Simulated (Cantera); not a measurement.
## Thermodynamics of fluorocarbon and chlorocarbon gases, feed CHF3 + CH4 + H2

Input: 1 mol CHF3, 0.29 mol CH4, 4.2 mol H2, held at 1152 °C.

Equilibrium computed with Cantera from the NASA thermochemical tables; the gas is ideal and each condensed phase is pure. Candidate condensed phases: C, C6H6, C7H8, C8H18; 95 gas species. Equilibrium is a limit: real reactors are often held back by kinetics, nucleation or transport.

From 1.00 Pa to 1.00 bar the condensed part is C(graphite). The main C-bearing gas is C2H2 (acetylene) at 1.00 Pa and CH4 at 1.00 bar.

| P (Pa) | x H2 | x HF | x H | x CH4 | x H2F2 | x C2H2 (acetylene) | x C2H4 | n C(graphite) |
|---|---|---|---|---|---|---|---|---|
| 1 | 0.556 | 0.442 | 0.00161 | 1.17e-8 | 2.81e-11 | 1.96e-6 | 6.85e-12 | 1.29 |
| 3.60 | 0.557 | 0.442 | 0.000848 | 4.21e-8 | 1.01e-10 | 1.96e-6 | 2.47e-11 | 1.29 |
| 13 | 0.557 | 0.442 | 0.000447 | 1.52e-7 | 3.65e-10 | 1.96e-6 | 8.93e-11 | 1.29 |
| 46 | 0.557 | 0.442 | 0.000237 | 5.38e-7 | 1.29e-9 | 1.96e-6 | 3.16e-10 | 1.29 |
| 170 | 0.557 | 0.442 | 0.000124 | 1.99e-6 | 4.78e-9 | 1.97e-6 | 1.17e-9 | 1.29 |
| 600 | 0.557 | 0.442 | 6.58e-5 | 7.03e-6 | 1.69e-8 | 1.97e-6 | 4.13e-9 | 1.29 |
| 2200 | 0.557 | 0.442 | 3.43e-5 | 2.58e-5 | 6.19e-8 | 1.97e-6 | 1.51e-8 | 1.29 |
| 7700 | 0.557 | 0.443 | 1.84e-5 | 9.01e-5 | 2.17e-7 | 1.96e-6 | 5.30e-8 | 1.29 |
| 28000 | 0.557 | 0.443 | 9.62e-6 | 0.000327 | 7.88e-7 | 1.96e-6 | 1.92e-7 | 1.29 |
| 100000 | 0.556 | 0.443 | 5.09e-6 | 0.00116 | 2.82e-6 | 1.96e-6 | 6.84e-7 | 1.28 |
x: gas mole fraction; n: condensed amount in mol.
